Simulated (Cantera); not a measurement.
Input (Python, Cantera) and output of one run.

```python
import numpy as np
import cantera as ct

gas_names = [...]  # 123 gases of nasa_gas.yaml made of C, H, O, Si
cond_names = """
    C(gr) C6H6(L) C7H8(L) C8H18(L),n-octa H2O(s) H2O(L) Si(cr) Si(L) SiC(b) SiO2(Lqz) SiO2(hqz) SiO2(L)
""".split()


# ... load() reads the species with a 1 bar reference pressure and builds the phases ...
atoms = {
    'SiO2': {'Si': 1, 'O': 2},
    'CH4': {'C': 1, 'H': 4},
    'H2': {'H': 2},
    'C': {'C': 1},
}
top_T = {'C(gr)': 4500, 'SiC(b)': 3050}  # K; cautious upper limits of use, not melting points


# ... equilibrate(T, P, feed) seeds the gas with the atoms and calls Mixture.equilibrate('TP', solver="vcs", rtol=1e-11, max_steps=5000) ...
results = []
feed = {'SiO2': 1, 'CH4': 1.1, 'H2': 1.3, 'C': 0.63}  # mol
P = 1333.22  # Pa
for T in [1548, 1598, 1648, 1698, 1748, 1798, 1848, 1898, 1948, 1998, 2048, 2098, 2148]:
    mix = equilibrate(T, P, feed)
    results.append((T, P, feed, dict(zip(mix.species_names, mix.species_moles))))

top = {s: max(r[3][s] / sum(r[3][g] for g in gas_names) for r in results) for s in gas_names}
cols = sorted((s for s in top if top[s] > 0.001), key=lambda s: -top[s])[:9]
seen = [c for c in cond_names if any(r[3].get(c, 0) > 1e-12 for r in results)]
print("log10 of partial pressures in bar; condensed amounts in mol")
print(f"{'T/K':>10s}" + "".join(f"{s[:9]:>10s}" for s in cols + seen))
for T, P, feed, n in results:
    ng = sum(n[g] for g in gas_names)
    print(f"{T:10.4g}" + "".join(f"{np.log10(max(n[s] / ng * P / 1e5, 1e-99)):10.3f}" for s in cols)
          + "".join(f"{n.get(c, 0):10.4g}" for c in seen))
```

Output:

```
log10 of partial pressures in bar; condensed amounts in mol
       T/K        H2        CO       SiO         H        Si    SiC(b) SiO2(hqz)
      1548    -2.011    -2.481    -3.562    -5.517    -8.785    0.5439    0.3577
      1598    -2.039    -2.481    -3.060    -5.293    -8.030    0.4657    0.2012
      1648    -2.072    -2.480    -2.813    -5.086    -7.432     0.365         0
      1698    -2.072    -2.481    -2.813    -4.876    -6.987     0.365         0
      1748    -2.072    -2.481    -2.813    -4.677    -6.567    0.3649         0
      1798    -2.073    -2.481    -2.813    -4.490    -6.170    0.3648         0
      1848    -2.074    -2.481    -2.814    -4.312    -5.796    0.3646         0
      1898    -2.075    -2.481    -2.815    -4.144    -5.441    0.3641         0
      1948    -2.076    -2.482    -2.816    -3.985    -5.105    0.3631         0
      1998    -2.078    -2.482    -2.818    -3.834    -4.787     0.361         0
      2048    -2.081    -2.482    -2.822    -3.691    -4.485    0.3568         0
      2098    -2.086    -2.483    -2.830    -3.555    -4.200     0.349         0
      2148    -2.092    -2.482    -2.842    -3.426    -3.931    0.3345         0
```

Equilibrium computed with Cantera from the NASA thermochemical tables; the gas is ideal and each condensed phase is pure. Mutual solubility and eutectic melting of coexisting phases are not modelled. The tables hold silica as quartz up to 1696 K and as liquid above; real silica turns to tridymite and cristobalite and melts near 1996 K. Gases not in the tables: Si2H6 and higher silanes.
